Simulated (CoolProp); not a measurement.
R1336mzz(E) along the isotherm 255.5 K: density (kg/m³) from the reference equation and from simpler models built on Tc = 403.5 K, pc = 2.779 MPa, ω = 0.413; each cubic takes its own stable root.

Computed with CoolProp (reference Helmholtz-energy equation of state, Akasaka 2023).

```json
[
 {"p (MPa)": "0.407", "phase": "liquid", "reference": "1445"},
 {"p (MPa)": "0.814", "phase": "liquid", "reference": "1446"},
 {"p (MPa)": "1.22", "phase": "liquid", "reference": "1447"},
 {"p (MPa)": "1.63", "phase": "liquid", "reference": "1448"},
 {"p (MPa)": "2.04", "phase": "liquid", "reference": "1449"},
 {"p (MPa)": "2.44", "phase": "liquid", "reference": "1450"},
 {"p (MPa)": "2.85", "phase": "liquid", "reference": "1451"},
 {"p (MPa)": "3.26", "phase": "liquid", "reference": "1451"},
 {"p (MPa)": "3.66", "phase": "liquid", "reference": "1452"},
 {"p (MPa)": "4.07", "phase": "liquid", "reference": "1453"},
 {"p (MPa)": "4.48", "phase": "liquid", "reference": "1454"},
 {"p (MPa)": "4.89", "phase": "liquid", "reference": "1455"},
 {"p (MPa)": "5.29", "phase": "liquid", "reference": "1456"},
 {"p (MPa)": "5.7", "phase": "liquid", "reference": "1457"}
]
```

**Question.** How far does each simpler model (van der Waals, Redlich-Kwong, Soave-Redlich-Kwong) lie from the reference over these 14 states: mean and median of the absolute difference, and the worst?

**Answer.** 
- van der Waals: mean 42.2 %, median 42.1 %, worst -43.3 % at 255.5 K and 0.407 MPa
- Redlich-Kwong: mean 16.1 %, median 16.1 %, worst -16.9 % at 255.5 K and 0.407 MPa
- Soave-Redlich-Kwong: mean 11.8 %, median 11.8 %, worst -12.1 % at 255.5 K and 0.407 MPa
